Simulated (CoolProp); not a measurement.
Vapour pressure (MPa) of CHF3 (R23): the reference equation beside estimates from Tc = 299.3 K, pc = 4.832 MPa, ω = 0.263. Clausius-Clapeyron is anchored at 250.8 K with a constant enthalpy of vaporisation of 12.35 kJ/mol.

Model: reference Helmholtz-energy equation of state, Penoncello 2003, in CoolProp.

```
T (K)  reference  Clausius-Clapeyron  van der Waals  Redlich-Kwong
-----  ---------  ------------------  -------------  -------------
231.8     0.6718              0.7974          1.592         0.9394
236.6     0.8014              0.9080          1.753          1.091
241.3     0.9456               1.026          1.920          1.255
246        1.108               1.154          2.097          1.436
250.8      1.296               1.296          2.288          1.638
255.5      1.501               1.445          2.485          1.853
260.2      1.729               1.605          2.692          2.087
265        1.989               1.779          2.914          2.346
269.7      2.270               1.962          3.143          2.619
274.5      2.587               2.160          3.387          2.919
279.2      2.930               2.366          3.637          3.234
```

Absolute difference from the reference over all 11 rows, mean and median: Clausius-Clapeyron 10.5 and 10.6 %, van der Waals 71.4 and 65.6 %, Redlich-Kwong 24.1 and 23.5 %.
